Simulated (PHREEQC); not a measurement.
Dissolve 0.00012 mol/kgw KH2PO4 and 0.0062 mol/kgw H2SO4 at 39 °C. Closed to the air; pH follows from the charge balance.

The numbers come from PHREEQC with the ion-association model, phreeqc.dat.

Question: The ionic strength comes out as 0.0131 mol/kgw. What activity coefficients do KSO4-, HSO4-, SO4-2, K+, H2PO4- get?

Answer: KSO4- 0.89, HSO4- 0.89, SO4-2 0.63, K+ 0.89, H2PO4- 0.89.

Precipitation was switched off in this run. At this temperature some constants are extrapolated from 25 °C, and those without enthalpy data are left unchanged.
